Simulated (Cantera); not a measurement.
## Silicon carbide growth: SiH2Cl2 + C2H4 + H2

Feed: 1 mol SiH2Cl2, 0.72 mol C2H4, 2.5 mol H2, equilibrated at 6.30 mbar.

Method: chemical equilibrium by Gibbs-energy minimisation in Cantera with the NASA 1993 tables (ideal gas, pure condensed phases). Candidate condensed phases: C, C6H6, C7H8, C8H18, Si, SiC; 109 gas species. The tables' values for SiCl, SiCl3 are old estimates; treat these amounts as uncertain. Gases not in the tables: Si2H6 and higher silanes. The numbers say what is thermodynamically allowed, not how fast it happens.

| T (K) | x H2 | x HCl | x H | x SiCl2 | x Cl | x Si | x C2H2 (acetylene) | x SiCl | n C(graphite) | n SiC(s) |
|---|---|---|---|---|---|---|---|---|---|---|
| 1848 | 0.671 | 0.309 | 0.00547 | 0.0122 | 0.00191 | 2.97e-5 | 0.000173 | 5.82e-5 | 0.512 | 0.926 |
| 1873 | 0.671 | 0.306 | 0.00666 | 0.0130 | 0.00230 | 4.65e-5 | 0.000209 | 7.87e-5 | 0.517 | 0.921 |
| 1898 | 0.671 | 0.304 | 0.00807 | 0.0138 | 0.00276 | 7.18e-5 | 0.000252 | 0.000106 | 0.521 | 0.916 |
| 1923 | 0.670 | 0.302 | 0.00972 | 0.0145 | 0.00329 | 0.000110 | 0.000303 | 0.000140 | 0.526 | 0.911 |
| 1948 | 0.669 | 0.299 | 0.0116 | 0.0153 | 0.00390 | 0.000166 | 0.000361 | 0.000185 | 0.530 | 0.905 |
| 1973 | 0.668 | 0.296 | 0.0139 | 0.0161 | 0.00460 | 0.000248 | 0.000428 | 0.000242 | 0.535 | 0.900 |
| 1998 | 0.667 | 0.293 | 0.0165 | 0.0168 | 0.00540 | 0.000367 | 0.000505 | 0.000314 | 0.540 | 0.894 |
| 2023 | 0.665 | 0.290 | 0.0195 | 0.0176 | 0.00632 | 0.000539 | 0.000594 | 0.000405 | 0.545 | 0.887 |
| 2048 | 0.663 | 0.286 | 0.0230 | 0.0183 | 0.00735 | 0.000782 | 0.000695 | 0.000518 | 0.551 | 0.880 |
| 2073 | 0.660 | 0.283 | 0.0269 | 0.0190 | 0.00851 | 0.00113 | 0.000809 | 0.000658 | 0.557 | 0.872 |
| 2098 | 0.657 | 0.279 | 0.0314 | 0.0197 | 0.00982 | 0.00161 | 0.000937 | 0.000831 | 0.564 | 0.863 |
| 2123 | 0.653 | 0.274 | 0.0365 | 0.0203 | 0.0113 | 0.00227 | 0.00108 | 0.00104 | 0.571 | 0.853 |
x: gas mole fraction; n: condensed amount in mol.

From 1848 K to 2123 K the condensed part is C(graphite) + SiC(s). The main Si-bearing gas is SiCl2 throughout. The share of Si in condensed phases is highest at 1848 K (92.6 %) and lowest at 2123 K (85.3 %).
